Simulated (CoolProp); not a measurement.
Hexamethyldisiloxane (MM) along the isobar 2.32 MPa: Z from the reference equation and from simpler models built on Tc = 518.7 K, pc = 1.931 MPa, ω = 0.418; each cubic takes its own stable root.

The numbers come from the reference Helmholtz-energy equation of state, Thol 2016 in CoolProp.

```
T (K)          phase  reference  van der Waals  Soave-Redlich-Kwong
-----  -------------  ---------  -------------  -------------------
363           liquid     0.1799         0.2895               0.1913
382.8         liquid     0.1764         0.2824               0.1877
402.5         liquid     0.1740         0.2772               0.1857
422.3         liquid     0.1726         0.2737               0.1854
442.1         liquid     0.1726         0.2722               0.1871
461.8         liquid     0.1743         0.2732               0.1918
481.6         liquid     0.1787         0.2777               0.2011
501.4         liquid     0.1882         0.2879               0.2196
521.2  supercritical     0.2169         0.3110               0.2684
540.9  supercritical     0.4735         0.3911               0.4961
560.7  supercritical     0.6058         0.5483               0.6253
580.5  supercritical     0.6813         0.6268               0.7005
600.2  supercritical     0.7347         0.6787               0.7540
620    supercritical     0.7758         0.7180               0.7954
```
